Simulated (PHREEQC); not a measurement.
Solution (25 °C): 0.0012 mol/kgw LiOH, 0.00021 mol/kgw K2SiO3 and 7.2e-05 mol/kgw (CH3)4NCl. Closed to the air; pH follows from the charge balance.

Model: ion-association model, phreeqc.dat, run in PHREEQC.

```
quantity                    before     after
------------------------  --------  --------
pH                           11.13     11.66
ionic strength (mol/kgw)   0.00169   0.00169
H3SiO4- (mol/kgw)         0.000198  0.000202
H4SiO4 (mol/kgw)           9.60e-6   5.09e-6
H2SiO4-2 (mol/kgw)         2.06e-6   2.48e-6
SI of Quartz (SiO2)          -1.04     -1.08
```

**Question.** Name the change that produced these shifts.
A) diluted 100-fold with water
B) (CH3)4NCl from 7.2e-05 to 0.000108 mol/kgw
C) temperature from 25 to 10 °C
D) 5.3e-05 mol/kgw NaOH added

**Answer.** C, temperature from 25 to 10 °C

This is a speciation only: nothing precipitates in the calculation. (CH3)4N+ isn't in the database: it is added as a free cation with an ion size of 4 Å. At this temperature some constants are extrapolated from 25 °C, and those without enthalpy data are left unchanged.
